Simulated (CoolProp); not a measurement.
Saturation properties of n-perfluorohexane (Tc = 174.9 °C, pc = 1742 kPa, ω = 0.497).

Model: reference Helmholtz-energy equation of state, Gao 2022, in CoolProp.

```
T (°C)  p (kPa)  vapour density (kg/m³)  enthalpy of vaporisation (kJ/kg)  liquid cp (kJ/(kg K))
------  -------  ----------------------  --------------------------------  ---------------------
-5.95     6.187                  0.9485                             100.8                 0.9984
6.55        ___                   1.803                             97.76                  1.018
19.15     22.62                   3.211                             94.60                  1.038
31.65       ___                   5.372                               ___                  1.057
44.25     64.08                   8.591                             88.05                  1.077
56.75     100.0                   13.14                             84.58                  1.097
69.35     150.6                   19.50                             80.89                  1.118
81.85     218.2                   28.08                             76.98                  1.141
94.45     307.8                     ___                             72.73                  1.165
106.95    421.9                   55.00                             68.09                  1.193
119.55      ___                     ___                             62.86                  1.227
132.05      ___                   103.8                             56.90                  1.274
144.65    968.2                   144.3                               ___                  1.348
```

Question: Some entries are withheld; supply them.

Answer: 
- 6.55, p (kPa): 12.24
- 31.65, p (kPa): 39.04
- 31.65, enthalpy of vaporisation (kJ/kg): 91.40
- 94.45, vapour density (kg/m³): 39.66
- 119.55, p (kPa): 567.0
- 119.55, vapour density (kg/m³): 75.73
- 132.05, p (kPa): 746.0
- 144.65, enthalpy of vaporisation (kJ/kg): 49.66

It boils at 57.1 °C under 1 atm.
